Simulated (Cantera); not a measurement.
# Al(CH₃)₃ + H₂O + N₂ (aluminium nitride and oxide growth)

Feed: 1 mol Al(CH₃)₃, a varied amount of H₂O, 3 mol N₂, held at 1150 K and 0.0270 bar.

Cantera equilibrium calculation (NASA polynomials, part measured and part estimated; ideal gas, pure solids and liquids). Candidate condensed phases: Al, AlN, Al₂O₃, C, C₆H₆, C₇H₈, C₈H₁₈, H₂O; 148 gas species. The feed counts by its element totals alone. The numbers say what is thermodynamically allowed, not how fast it happens.

| n(H₂O) (mol) | x H₂ | x H₂O | x N₂ | x CO | x CO₂ | n Al₂O₃(s) | n C(graphite) |
|---|---|---|---|---|---|---|---|
| 2.2 | 0.644 | 5.48e-5 | 0.289 | 0.0673 | 4.82e-6 | 0.500 | 2.30 |
| 3.8 | 0.610 | 0.000131 | 0.221 | 0.169 | 3.04e-5 | 0.500 | 0.699 |
| 5.4 | 0.578 | 0.0450 | 0.189 | 0.177 | 0.0116 | 0.500 | 0 |
| 7 | 0.541 | 0.117 | 0.171 | 0.145 | 0.0263 | 0.500 | 0 |
| 8.6 | 0.507 | 0.179 | 0.157 | 0.121 | 0.0359 | 0.500 | 0 |
| 10 | 0.481 | 0.227 | 0.146 | 0.105 | 0.0416 | 0.500 | 0 |
| 12 | 0.447 | 0.287 | 0.133 | 0.0866 | 0.0467 | 0.500 | 0 |
| 13 | 0.431 | 0.313 | 0.128 | 0.0792 | 0.0484 | 0.500 | 0 |
| 15 | 0.403 | 0.361 | 0.118 | 0.0671 | 0.0505 | 0.500 | 0 |
| 16 | 0.391 | 0.383 | 0.113 | 0.0621 | 0.0511 | 0.500 | 0 |
| 18 | 0.368 | 0.422 | 0.105 | 0.0535 | 0.0517 | 0.500 | 0 |
x: gas mole fraction; n: condensed amount in mol.

From 2.2 mol H₂O to 3.8 mol H₂O the condensed part is Al₂O₃(s) + C(graphite). From 5.4 mol H₂O to 18 mol H₂O the condensed part is Al₂O₃(s).
